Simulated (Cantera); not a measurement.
An adiabatic, constant-volume homogeneous reactor starts with 6.93 % CH4, 9.91 % O2, 83.2 % N2, equivalence ratio 1.4, at 1798 K and 9.87 atm.

Computed with Cantera and GRI-Mech 3.0 (53 species, 325 reactions).

One state of this run: T (K) = 2833; P (bar) = 16.5; x CH4 = 3.94e-12; x O2 = 0.000352; x HCN = 8.15e-8; x CO = 0.0462; x C2H6 = <1e-12; x OH = 0.00359; x C2H = <1e-12. x: mole fraction; the columns are a selection and need not sum to one.

Problem. Which value of t (s) does it belong to?
A. 3.98e-5
B. 0.00219
C. 8.00e-6
D. 1.78e-5

Solution. B, 0.00219
